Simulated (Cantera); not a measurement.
**Si + H2 + Cl2 + O2 (chlorosilane synthesis and conversion)**

Charge: 1 mol Si, 1.8 mol H2, 1 mol Cl2, 0.00023 mol O2, equilibrated at 17.0 bar.

Equilibrium computed with Cantera from the NASA thermochemical tables; the gas is ideal and each condensed phase is pure. Candidate condensed phases: H2O, Si, SiO2; 30 gas species. Mutual solubility and eutectic melting of coexisting phases are not modelled. The tables' values for SiCl3 are old estimates; treat these amounts as uncertain. The tables hold silica as quartz up to 1696 K and as liquid above; real silica turns to tridymite and cristobalite and melts near 1996 K. The numbers say what is thermodynamically allowed, not how fast it happens.

From 650 K to 750 K the condensed part is Si(s) + SiO2(α-quartz). From 850 K to 1350 K the condensed part is Si(s) + SiO2(β-quartz). The main Si-bearing gas is SiHCl3 at 650 K and SiCl4 at 1350 K. The share of Si in condensed phases is highest at 1350 K (43.7 %) and lowest at 650 K (41.5 %).

| T (K) | log p H2 | log p SiHCl3 | log p SiCl4 | log p HCl | log p SiCl3 | log p SiH2Cl2 | log p SiCl2 | log p SiH3Cl | n Si(s) | n SiO2(α-quartz) | n SiO2(β-quartz) |
|---|---|---|---|---|---|---|---|---|---|---|---|
| 650 | 1.10 | 0.36 | 0.31 | -3.05 | -4.97 | -0.82 | -7.43 | -2.69 | 0.415 | 0.000230 | 0 |
| 750 | 1.10 | 0.35 | 0.32 | -2.28 | -3.83 | -0.76 | -5.71 | -2.52 | 0.416 | 0.000230 | 0 |
| 850 | 1.10 | 0.33 | 0.33 | -1.69 | -2.96 | -0.72 | -4.40 | -2.39 | 0.417 | 0 | 0.000230 |
| 950 | 1.10 | 0.32 | 0.33 | -1.23 | -2.28 | -0.69 | -3.37 | -2.29 | 0.419 | 0 | 0.000230 |
| 1050 | 1.10 | 0.31 | 0.33 | -0.86 | -1.74 | -0.67 | -2.55 | -2.22 | 0.423 | 0 | 0.000230 |
| 1150 | 1.09 | 0.29 | 0.33 | -0.56 | -1.29 | -0.65 | -1.87 | -2.16 | 0.427 | 0 | 0.000230 |
| 1250 | 1.09 | 0.26 | 0.31 | -0.31 | -0.93 | -0.65 | -1.31 | -2.12 | 0.432 | 0 | 0.000230 |
| 1350 | 1.08 | 0.23 | 0.28 | -0.11 | -0.63 | -0.66 | -0.85 | -2.10 | 0.437 | 0 | 0.000228 |
log p: log10 of the partial pressure in bar; n: condensed amount in mol.
